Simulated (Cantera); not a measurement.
**Equilibrium for roasting and sulfation: FeS + O2 + CO2**

Input: 1 mol FeS, 0.16 mol O2, 4.6 mol CO2, equilibrated at 19.0 mbar.

These are equilibrium values from Cantera (NASA tables, ideal gas, pure condensed phases), not measurements of a reactor. Candidate condensed phases: C, Fe, Fe(CO)5, FeO, FeS, FeSO4, FeS2, Fe2O3, Fe2(SO4)3, Fe3O4, S; 25 gas species. Metal and sulfide melt together well below either melting point, which pure phases cannot show. Mutual solubility and eutectic melting of coexisting phases are not modelled. The tables' stoichiometric FeO is somewhat more stable than real wüstite, so its field is too wide. FeO, FeS: taken at fixed stoichiometry. Gases not in the tables: S3 to S7. The numbers say what is thermodynamically allowed, not how fast it happens.

| T (K) | log p CO2 | log p CO | log p SO2 | log p S2 | log p SO | log p COS | n FeS(s) | n FeS2(s) | n Fe3O4(s) | n FeO(s) | n FeO(l) |
|---|---|---|---|---|---|---|---|---|---|---|---|
| 723 | -1.72 | -5.68 | -4.52 | -5.98 | -10.37 | -6.22 | 0.549 | 0.221 | 0.0765 | 0 | 0 |
| 823 | -1.73 | -5.04 | -3.42 | -4.78 | -8.45 | -5.78 | 0.898 | 0 | 0.0340 | 0 | 0 |
| 923 | -1.73 | -4.27 | -3.42 | -4.52 | -7.55 | -5.51 | 0.890 | 0 | 0.0366 | 0 | 0 |
| 1023 | -1.74 | -3.67 | -3.39 | -4.28 | -6.80 | -5.28 | 0.871 | 0 | 0.0430 | 0 | 0 |
| 1123 | -1.75 | -3.20 | -3.31 | -4.03 | -6.15 | -5.10 | 0.827 | 0 | 0.0577 | 0 | 0 |
| 1223 | -1.78 | -2.84 | -3.13 | -3.65 | -5.50 | -4.89 | 0.691 | 0 | 0 | 0.309 | 0 |
| 1323 | -1.84 | -2.54 | -3.00 | -3.28 | -4.95 | -4.69 | 0.449 | 0 | 0 | 0.551 | 0 |
| 1423 | -1.93 | -2.32 | -2.91 | -2.97 | -4.49 | -4.56 | 0.0477 | 0 | 0 | 0.952 | 0 |
| 1523 | -1.98 | -2.23 | -2.77 | -3.06 | -4.15 | -4.73 | 0 | 0 | 0 | 1.000 | 0 |
| 1623 | -2.03 | -2.17 | -2.67 | -3.23 | -3.89 | -4.93 | 0 | 0 | 0 | 1.000 | 0 |
| 1723 | -2.08 | -2.12 | -2.60 | -3.45 | -3.68 | -5.16 | 0 | 0 | 0 | 0 | 1.000 |
| 1823 | -2.12 | -2.09 | -2.56 | -3.76 | -3.54 | -5.42 | 0 | 0 | 0 | 0 | 0.998 |
| 1923 | -2.14 | -2.07 | -2.54 | -4.16 | -3.45 | -5.73 | 0 | 0 | 0 | 0 | 0.994 |
log p: log10 of the partial pressure in bar; n: condensed amount in mol.

At 723 K the condensed part is FeS(s) + FeS2(s) + Fe3O4(s). From 823 K to 1123 K the condensed part is FeS(s) + Fe3O4(s). From 1223 K to 1423 K the condensed part is FeO(s) + FeS(s). From 1523 K to 1623 K the condensed part is FeO(s). From 1723 K to 1923 K the condensed part is FeO(l).
